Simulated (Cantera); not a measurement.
## Equilibrium for carbon deposition, reforming and gasification: n-butane + CO₂ + N₂

Input: 1 mol n-butane, 0.18 mol CO₂, a varied amount of N₂, at 2873 K and 10.0 Torr.

These are equilibrium values from Cantera (NASA tables, ideal gas, pure condensed phases), not measurements of a reactor. Candidate condensed phases: C, C₆H₆, C₇H₈, C₈H₁₈, H₂O; 136 gas species. The numbers say what is thermodynamically allowed, not how fast it happens.

| n(N₂) (mol) | log p N₂ | log p H | log p H₂ | log p HCN | log p CO | log p CN | n C(graphite) |
|---|---|---|---|---|---|---|---|
| 3.5 | -2.42 | -2.26 | -2.57 | -3.29 | -3.37 | -4.03 | 2.75 |
| 5.5 | -2.29 | -2.32 | -2.67 | -3.28 | -3.45 | -3.97 | 2.58 |
| 8.5 | -2.19 | -2.38 | -2.81 | -3.30 | -3.54 | -3.91 | 2.36 |
| 13 | -2.11 | -2.46 | -2.97 | -3.34 | -3.65 | -3.87 | 2.09 |
| 21 | -2.04 | -2.57 | -3.19 | -3.41 | -3.79 | -3.84 | 1.68 |
| 32 | -2.00 | -2.69 | -3.41 | -3.50 | -3.93 | -3.82 | 1.19 |
| 50 | -1.96 | -2.82 | -3.68 | -3.62 | -4.09 | -3.80 | 0.464 |
log p: log10 of the partial pressure in bar; n: condensed amount in mol.

From 3.5 mol N₂ to 50 mol N₂ the condensed part is C(graphite). The main C-bearing gas is HCN throughout. The share of C in condensed phases is highest at 3.5 mol N₂ (65.8 %) and lowest at 50 mol N₂ (11.1 %).
